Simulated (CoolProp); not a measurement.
Saturation properties of methanol (Tc = 240.2 °C, pc = 82.16 bar, ω = 0.565).

Model: reference Helmholtz-energy equation of state, de Reuck 1993, in CoolProp.

| T (°C) | p (bar) | liquid density (kg/m³) | surface tension (mN/m) | liquid conductivity (mW/(m K)) |
|---|---|---|---|---|
| -27.65 | 0.005699 | 835.8 | 26.8 | 210 |
| 4.05 | 0.05216 | 805.8 | 23.9 | 204 |
| 35.65 | 0.2891 | 776.2 | 21.3 | 198 |
| 67.35 | 1.133 | 745.5 | 18.6 | 192 |
| 99.05 | 3.433 | 712.0 | 15.7 | 186 |
| 130.75 | 8.587 | 673.5 | 12.5 | 180 |
| 162.45 | 18.60 | 626.3 | 9.01 | 174 |
| 194.15 | 36.03 | 563.7 | 5.21 | 169 |

It boils at 64.5 °C under 1 atm.

Thermal conductivity comes from a separate model (Sykioti 2013). Surface tension comes from a separate correlation (Mulero 2012).
